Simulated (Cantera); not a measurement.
Equilibrium for iron carbonyl, mercury and lead vapours: PbO + O₂ + N₂

A closed system holds: 1 mol PbO, 0.043 mol O₂, 0.21 mol N₂, at 500 K.

Method: chemical equilibrium by Gibbs-energy minimisation in Cantera with the NASA 1993 tables (ideal gas, pure condensed phases). Candidate condensed phases: Pb, PbO, PbO₂, Pb₃O₄; 12 gas species. The numbers say what is thermodynamically allowed, not how fast it happens.

From 10.0 Pa to 1.80 mbar the condensed part is PbO(red). From 7.50 mbar to 10.0 bar the condensed part is PbO(red) + Pb₃O₄(s).

| P (Pa) | log p N₂ | log p O₂ | log p NO₂ | n PbO(red) | n Pb₃O₄(s) |
|---|---|---|---|---|---|
| 10 | -4.08 | -4.77 | -13.59 | 1.00 | 0 |
| 42 | -3.46 | -4.15 | -12.65 | 1.00 | 0 |
| 180 | -2.83 | -3.51 | -11.71 | 1.00 | 0 |
| 750 | -2.15 | -3.34 | -11.19 | 0.825 | 0.0585 |
| 3200 | -1.50 | -3.34 | -10.87 | 0.760 | 0.0799 |
| 13000 | -0.89 | -3.34 | -10.56 | 0.746 | 0.0845 |
| 56000 | -0.25 | -3.34 | -10.24 | 0.743 | 0.0857 |
| 240000 | 0.38 | -3.34 | -9.92 | 0.742 | 0.0859 |
| 1000000 | 1.00 | -3.34 | -9.61 | 0.742 | 0.0860 |
log p: log10 of the partial pressure in bar; n: condensed amount in mol.
